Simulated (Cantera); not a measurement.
Mixture: CH4 : C2H6 : C3H8 : O2 : N2 : H2O = 1 : 0.034 : 0.076 : 3.12 : 11.7 : 0.73 (molar parts), at 1.01 bar, adiabatic and at constant pressure. Ignition delay is the time to a rise of 400 K.

Model: GRI-Mech 3.0 (53 species, 325 reactions), integrated in Cantera.

### Question
What does this change do: pressure from 1.01 bar to 3.40 bar?

### Answer
```
quantity                                                before       after
--------------------------------------------------  ----------  ----------
delay at 1000 K                                        0.326 s     92.5 ms
delay at 1200 K                                        10.7 ms     4.57 ms
delay at 1400 K                                       0.595 ms    0.299 ms
delay at 1600 K                                        88.2 µs     41.2 µs
delay at 1800 K                                        27.9 µs     11.3 µs
apparent activation energy between 1700 and 1900 K  120 kJ/mol  140 kJ/mol
```

### Question
What does this change do: 0.87 parts CO2 added?

### Answer
```json
[
 {"quantity": "delay at 1000 K", "before": "0.326 s", "after": "0.346 s"},
 {"quantity": "delay at 1200 K", "before": "10.7 ms", "after": "11.4 ms"},
 {"quantity": "delay at 1400 K", "before": "0.595 ms", "after": "0.638 ms"},
 {"quantity": "delay at 1600 K", "before": "88.2 µs", "after": "94.7 µs"},
 {"quantity": "delay at 1800 K", "before": "27.9 µs", "after": "30.0 µs"},
 {"quantity": "apparent activation energy between 1700 and 1900 K", "before": "120 kJ/mol", "after": "120 kJ/mol"}
]
```
